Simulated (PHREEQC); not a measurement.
## Copper plating or etch bath: an equilibrium model

Consider water at 25 °C with 1.32 mmol/kgw CuSO4, 1.4 mmol/kgw HBF4 and 1.3 mmol/kgw H3BO3. Closed to the air; pH follows from the charge balance.

Computed with PHREEQC (ion-association model, wateq4f.dat).

No solid was allowed to form.

Q: What pH does the model give?

A: pH 2.83.

Q: In which forms is B present?

A: H3BO3 71 %, BF4- 21 %, BF3OH- 4.4 %, BF2(OH)2- 3.3 % of the B.

Species that the database lacks are ignored. Real BF4- forms and hydrolyses slowly; the run takes it at equilibrium.
